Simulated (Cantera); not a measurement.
Mixture: CO : H2 : O2 : N2 = 1 : 0.16 : 1.05 : 7.17 (molar parts), equivalence ratio 0.55, at 9.87 atm, adiabatic and at constant pressure. Ignition delay is the time to a rise of 400 K.

Detailed kinetics in Cantera: GRI-Mech 3.0 (53 species, 325 reactions). The hydrogen kinetics of GRI-Mech 3.0 are dated; newer H2 mechanisms differ, most at raised pressure. Where the delays flatten at high temperature, the 400 K rule measures the pace of heat release, not the induction time.

Q: What does this change do: N2 7.17 to 3.8 parts?

A: 
| quantity | before | after |
|---|---|---|
| delay at 1100 K | 0.929 ms | 0.502 ms |
| delay at 1250 K | 49.9 µs | 24.4 µs |
| delay at 1400 K | 17.6 µs | 7.92 µs |
| delay at 1550 K | 11.4 µs | 5.00 µs |
| delay at 1700 K | 9.24 µs | 3.95 µs |

Q: What does this change do: constant volume in place of constant pressure?

A: 
| quantity | before | after |
|---|---|---|
| delay at 1100 K | 0.929 ms | 0.798 ms |
| delay at 1250 K | 49.9 µs | 40.4 µs |
| delay at 1400 K | 17.6 µs | 13.3 µs |
| delay at 1550 K | 11.4 µs | 8.44 µs |
| delay at 1700 K | 9.24 µs | 6.74 µs |
